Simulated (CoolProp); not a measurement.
Vapour-liquid equilibrium of R143a (1) + R1234yf (2) at 0.0103 MPa; x and y are mole fractions of (1).

Values from CoolProp's multi-fluid Helmholtz-energy mixture model, Lemmon and Jacobsen 2000 and Lemmon 2022; pair parameters Bell 2016.

Q: Give the bubble temperature and the first vapour's composition at x = 0.35, 0.85, 0.95. Is there an azeotrope?

A: x = 0.35: 194.3 K, y = 0.614; x = 0.85: 188.5 K, y = 0.938; x = 0.95: 187.6 K, y = 0.980. No azeotrope shows between x = 0.05 and 0.95.

Pair parameters are fitted to limited data, so mixtures are less certain than the pure fluids.
